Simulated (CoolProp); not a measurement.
Ethanol at several states: density (kg/m³) from the reference equation and from simpler models built on Tc = 514.7 K, pc = 6.268 MPa, ω = 0.644; each cubic takes its own stable root.

Model: reference Helmholtz-energy equation of state, Schroeder 2014, in CoolProp.

| T (K) | p (MPa) | phase | reference | van der Waals | Redlich-Kwong | Soave-Redlich-Kwong | Peng-Robinson |
|---|---|---|---|---|---|---|---|
| 373.4 | 22.1 | liquid | 741.4 | 416.5 | 583.2 | 621.5 | 698.9 |
| 253.6 | 0.291 | liquid | 823.1 | 444.3 | 659.9 | 697.6 | 782.4 |
| 498.8 | 3.13 | gas | 44.25 | 42.96 | 44.52 | 45.15 | 46.25 |
| 277.4 | 0.113 | liquid | 802.8 | 2.309 | 640.5 | 682.9 | 766.9 |
| 316.5 | 0.0302 | liquid | 769.1 | 0.5310 | 0.5320 | 654.3 | 736.5 |
| 192.5 | 0.0136 | liquid | 876.3 | 0.3938 | 702.7 | 728.0 | 814.3 |

At some of these states van der Waals, Redlich-Kwong gives the other phase, because its saturation line lies elsewhere.
